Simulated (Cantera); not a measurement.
# Halide evaporation, hydrolysis and transport: MgF₂ + HF + H₂

Input: 1 mol MgF₂, 0.13 mol HF, 280 mol H₂, at 0.0100 bar.

Cantera equilibrium calculation (NASA polynomials, part measured and part estimated; ideal gas, pure solids and liquids). Candidate condensed phases: Mg, MgF₂; 17 gas species. Kinetics and transport are ignored.

```tsv
T (°C)	log p H₂	log p HF	log p H	log p Mg	n MgF₂(s)
952	-2.00	-5.31	-7.51	-6.98	0.995
1052	-2.00	-4.94	-6.79	-5.47	0.872
1152	-2.00	-4.35	-6.17	-4.72	0.0976
1252	-2.00	-4.20	-5.63	-4.55	0
1352	-2.00	-4.15	-5.15	-4.49	0
1452	-2.01	-4.13	-4.73	-4.47	0
1552	-2.01	-4.13	-4.36	-4.46	0
```
log p: log10 of the partial pressure in bar; n: condensed amount in mol.

From 952 °C to 1152 °C the condensed part is MgF₂(s). From 1252 °C to 1552 °C nothing is condensed. The main Mg-bearing gas is Mg throughout.
